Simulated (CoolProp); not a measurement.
Values from CoolProp's reference Helmholtz-energy equation of state, Lemmon 2006. It is a short technical equation, of lower accuracy than the large ones.

Question: Give the vapour pressure (MPa), surface tension (mN/m), liquid conductivity (mW/(m K)) of saturated R142b at 392.8 K.

Answer: 
```csv
T (K),p (MPa),surface tension (mN/m),liquid conductivity (mW/(m K))
392.8,2.99,1.14,52.5
```

Thermal conductivity comes from a separate model (Huber 2003), an estimate that may be off by 10 % or more. Surface tension comes from a separate correlation (Mulero 2012).
